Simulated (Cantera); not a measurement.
A perfectly stirred reactor is fed with H₂ : O₂ : N₂ = 0.68 : 1.7 : 10 (molar parts), equivalence ratio 0.20, at 100.0 Torr; it is held at 1075 K, and followed from long to short residence time.

Computed with Cantera and GRI-Mech 3.0 (53 species, 325 reactions). The temperature is held fixed by assumption; the heat of reaction is taken as removed at once.

x: mole fraction; the columns are a selection and need not sum to one.

| τ (s) | x H₂ | x O₂ | x H₂O₂ | x NO | x N₂O |
|---|---|---|---|---|---|
| 16 | 3.35e-5 | 0.113 | 1.29e-7 | 7.46e-8 | 1.77e-7 |
| 3.1 | 9.78e-5 | 0.113 | 2.34e-7 | 4.53e-8 | 1.40e-7 |
| 0.58 | 0.000281 | 0.113 | 3.82e-7 | 4.69e-8 | 9.88e-8 |
| 0.11 | 0.000759 | 0.113 | 5.46e-7 | 9.51e-8 | 6.28e-8 |
| 0.020 | [?] | 0.113 | [?] | [?] | [?] |
| 0.0038 | 0.00508 | 0.114 | 7.83e-7 | 4.60e-7 | 1.81e-8 |
| 0.00072 | [?] | 0.117 | 7.55e-7 | 4.60e-7 | [?] |

Task: Some entries are withheld; supply them.

Result: 
- 0.020, x H₂: 0.00201
- 0.020, x H₂O₂: 7.02e-7
- 0.020, x NO: 2.32e-7
- 0.020, x N₂O: 3.52e-8
- 0.00072, x H₂: 0.0129
- 0.00072, x N₂O: 7.82e-9
